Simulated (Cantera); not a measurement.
A freely propagating, adiabatic, planar premixed flame of C₂H₄ : O₂ : N₂ : CO₂ = 1 : 2 : 9 : 0.55 (molar parts), equivalence ratio 1.5, unburnt at 350 K and 760 Torr; mixture-averaged transport, grid criteria slope 0.08 and curve 0.16, no radiation.

Model: GRI-Mech 3.0 (53 species, 325 reactions), integrated in Cantera. GRI-Mech 3.0 was tuned for natural gas; its chemistry of ethylene as a main component is partial and can be far from experiment. Burning velocities carry a grid error of a few per cent, more on coarse grids.

```json
[
 {"quantity": "laminar burning velocity", "before": "49.8 cm/s", "after": "73.4 cm/s"},
 {"quantity": "thermal thickness", "before": "0.382 mm", "after": "0.347 mm"},
 {"quantity": "peak x(CH₄)", "before": "0.00239", "after": "0.00230"},
 {"quantity": "peak x(C₂H)", "before": "3.47e-6", "after": "4.96e-6"},
 {"quantity": "peak x(HCN)", "before": "2.73e-5", "after": "2.78e-5"}
]
```

Question: Which change was made?
A. C2H4 1 to 0.76 parts
B. C2H4 1 to 0.78 parts
C. inlet temperature 350 to 425 K
D. N2 9 to 6.9 parts

Answer: C, inlet temperature 350 to 425 K
